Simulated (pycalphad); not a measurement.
All values are pycalphad results on the COST 507 light-alloy database (1999) (1 atm), not direct measurements. These are 1990s assessments: newer ones move some temperatures and phases. Phase fractions are per mole of atoms.

### Question
Give the equilibrium state of Si-39.48Al (at.%) at 1400 K.

### Answer
liquid, fraction 0.909, with 43.4 Al at.%; diamond (Si), fraction 0.091, with 0.01 Al at.%.

### Question
Give the equilibrium state of Si-39.48Al (at.%) at 800 K.

### Answer
```
T = 800.00 K, P = 101325 Pa, N = 1 mol of atoms
G = -24935 J/mol, H = 12767 J/mol, S = 47.13 J/(mol K)  (SER reference)
chemical potentials (J/mol): Si -21475, Al -30239
phase             fraction      x(Si)      x(Al)
DIAMOND_A4          0.6013     1.0000    3.3e-07
FCC_A1              0.3987     0.0098     0.9902
```

FCC_A1 is fcc; DIAMOND_A4 is diamond (Si).
